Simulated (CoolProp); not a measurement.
Vapour-liquid equilibrium of propylene (1) + n-hexane (2) at 107 kPa; x and y are mole fractions of (1).

Computed with CoolProp (multi-fluid Helmholtz-energy mixture model, Lemmon 2013 and Thol 2019; pair parameters Bell 2016).

Q: Give the bubble temperature and the first vapour's composition at x = 0.425, 0.8, 0.875. Is there an azeotrope?

A: x = 0.425: 247.5 K, y = 0.991; x = 0.8: 232.3 K, y = 0.999; x = 0.875: 230.0 K, y = 0.999. No azeotrope shows between x = 0.05 and 0.95.

Pair parameters are fitted to limited data, so mixtures are less certain than the pure fluids. The gap from Raoult's law changes sign with composition, which may be real or a fault of the pair parameters; it wasn't checked against measurements.
